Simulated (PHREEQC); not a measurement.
A PHREEQC input (ion-association model, phreeqc.dat):

```
SOLUTION 1
  temp 25
  units mg/L
  pH 5.75
  pe 0.1
  Na 0.123
  K 0.00231
  Ca 0.033
  Mg 0.00867
  Cl 0.0341 charge
  Li 0.1 charge
  S(6) 0.122 as SO4
  Alkalinity 0.262 as HCO3
  Si 0.000378 as SiO2
END
USE solution 1
EQUILIBRIUM_PHASES 1
  Chalcedony 0 0
  CO2(g) -3.4 10
END
```

It stops with these messages:

```
ERROR: Charge balance specified for more than one species.
ERROR: Program terminating due to input errors.
```

The fault: two constituents marked charge. The line should read `Cl 0.0341` where the input has `Cl 0.0341 charge / Li 0.1 charge`. With the mend the run ends at pH 5.95 and ionic strength 1.13e-5 mol/kgw.
